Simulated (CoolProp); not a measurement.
Model: reference Helmholtz-energy equation of state, Thol 2019, in CoolProp.

Give the vapour pressure (MPa), vapour density (kg/m³), liquid cp (kJ/(kg K)) of saturated decamethylcyclopentasiloxane (D5) at 218.15 °C.


```json
[
 {"T (°C)": "218.15", "p (MPa)": "0.120", "vapour density (kg/m³)": "12.1", "liquid cp (kJ/(kg K))": "2.01"}
]
```
